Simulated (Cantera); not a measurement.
**Adiabatic ignition**

An adiabatic, constant-volume homogeneous reactor starts with 5.31 % CH4, 9.67 % O2, 85.0 % N2, at 1248 K and 5780 Torr.

Detailed kinetics in Cantera: GRI-Mech 3.0 (53 species, 325 reactions).

```csv
t (s),T (K),P (bar),x CH4,x O2,x N2O,x CO,x C2H,x HO2,x NO2
5.00e-6,1248,7.70,0.0531,0.0967,<1e-12,<1e-12,<1e-12,2.16e-8,<1e-12
1.31e-5,1248,7.70,0.0531,0.0967,<1e-12,<1e-12,<1e-12,5.56e-8,<1e-12
3.43e-5,1248,7.70,0.0531,0.0967,<1e-12,1.54e-11,<1e-12,1.39e-7,<1e-12
9.00e-5,1248,7.70,0.0531,0.0967,2.62e-12,3.66e-10,<1e-12,3.18e-7,<1e-12
0.000236,1248,7.70,0.0531,0.0967,1.47e-11,1.25e-8,<1e-12,5.54e-7,<1e-12
0.000618,1248,7.70,0.0531,0.0967,6.30e-11,4.12e-7,<1e-12,6.81e-7,<1e-12
0.00162,1249,7.70,0.0530,0.0966,2.60e-10,6.50e-6,<1e-12,1.26e-6,<1e-12
0.00424,1253,7.73,0.0524,0.0962,1.55e-9,0.000110,<1e-12,3.90e-6,<1e-12
0.0111,2470,15.4,<1e-12,0.000425,2.15e-7,0.0147,<1e-12,2.47e-7,1.07e-7
0.0291,2467,15.4,<1e-12,0.000401,2.21e-7,0.0149,<1e-12,2.34e-7,1.55e-7
0.0763,2467,15.4,<1e-12,0.000401,2.21e-7,0.0149,<1e-12,2.34e-7,1.55e-7
0.200,2467,15.4,<1e-12,0.000401,2.21e-7,0.0149,<1e-12,2.34e-7,1.55e-7
```
x: mole fraction; the columns are a selection and need not sum to one.

| Item | Value |
|---|---|
| time of steepest temperature rise | 8.19 ms |
| temperature at 0.200 s | 2467 K |
| equilibrium temperature | 2467 K |
| x(CH4) at 0.200 s | <1e-12 (gas-phase equilibrium <1e-12) |
| x(O2) at 0.200 s | 0.000401 (gas-phase equilibrium 0.000401) |
| x(N2O) at 0.200 s | 2.21e-7 (gas-phase equilibrium 2.21e-7) |
